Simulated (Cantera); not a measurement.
Input: 1 mol SiCl4, 1.3 mol H2, at 700 K and 1580 Torr.

Equilibrium computed with Cantera from the NASA thermochemical tables; the gas is ideal and each condensed phase is pure. Candidate condensed phases: Si; 19 gas species. Rates play no part.

Base state: H2 0.558, SiCl4 0.428, HCl 0.00699, SiHCl3 0.00698 (mole fractions); condensed: gas only.

**Question.** What changes in the equilibrium state with this change: SiCl4 replaced by Si?

**Answer.** 
```tsv
species	before	after
H2	0.558	1.00
SiCl4	0.428	0
HCl	0.00699	0
SiHCl3	0.00698	0
Si(s), mol	0	1.00
```
